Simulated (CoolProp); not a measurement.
Vapour-liquid equilibrium of n-butane (1) + cis-2-butene (2) at 1220 kPa; x and y are mole fractions of (1).

Model: multi-fluid Helmholtz-energy mixture model, Bücker 2006 and Lemmon 2005; pair parameters Bell 2016, in CoolProp.

```csv
x,bubble temperature (K),y at the bubble point,dew temperature at overall composition x (K),liquid density (mol/L)
0.05,365.4,0.055,365.4,9.265
0.2,364.4,0.214,364.5,9.113
0.35,363.7,0.365,363.8,8.965
0.5,363.1,0.513,363.2,8.821
0.65,362.7,0.659,362.7,8.681
0.8,362.4,0.805,362.4,8.544
0.95,362.1,0.951,362.1,8.412
```

No azeotrope shows between x = 0.05 and 0.95.

Pair parameters are fitted to limited data, so mixtures are less certain than the pure fluids.
